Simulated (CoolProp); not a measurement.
Properties of nitrogen along the isotherm 97.6 K (Tc = 126.2 K, pc = 3.396 MPa, ω = 0.037).

The numbers come from the reference Helmholtz-energy equation of state, Span 2000 in CoolProp.

| p (MPa) | phase | Z | cp (kJ/(kg K)) | Prandtl number | fugacity coefficient |
|---|---|---|---|---|---|
| 1.41 | liquid | 0.06878 | 2.228 | 1.74 | 0.4173 |
| 2.83 | liquid | 0.1366 | 2.174 | 1.72 | 0.2228 |
| 4.24 | liquid | 0.2028 | 2.130 | 1.70 | 0.1591 |
| 5.66 | liquid | 0.2685 | 2.093 | 1.69 | 0.1275 |
| 7.07 | liquid | 0.3327 | 2.062 | 1.68 | 0.1091 |
| 8.49 | liquid | 0.3966 | 2.035 | 1.67 | 0.09713 |
| 9.9 | liquid | 0.4593 | 2.011 | 1.67 | 0.08895 |
| 11.3 | liquid | 0.5209 | 1.991 | 1.67 | 0.08314 |
| 12.7 | liquid | 0.5819 | 1.972 | 1.67 | 0.07889 |
| 14.1 | liquid | 0.6423 | 1.956 | 1.67 | 0.07575 |
| 15.6 | liquid | 0.7065 | 1.940 | 1.67 | 0.07329 |
| 17 | liquid | 0.7659 | 1.926 | 1.67 | 0.07165 |

Viscosity comes from a separate model (Lemmon 2004). Thermal conductivity comes from a separate model (Lemmon 2004).
